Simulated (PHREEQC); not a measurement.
Consider water at 20 °C with 0.21 mol (NH4)2SO4 and 0.00072 mol Li2CO3 per kg of water. Closed to the air; pH follows from the charge balance.

All values are PHREEQC results (ion-association model, phreeqc.dat), not measurements.

This is a speciation only: nothing precipitates in the calculation.

Task: Order these C species by the share of C that they hold, largest first: CO3-2, HCO3-, CO2.

Result: HCO3- (88 %), CO2 (12 %), CO3-2 (0.12 %)

The pH is 7.05 and the ionic strength 0.450 mol/kgw. Complexes and solids missing from the database can't appear.
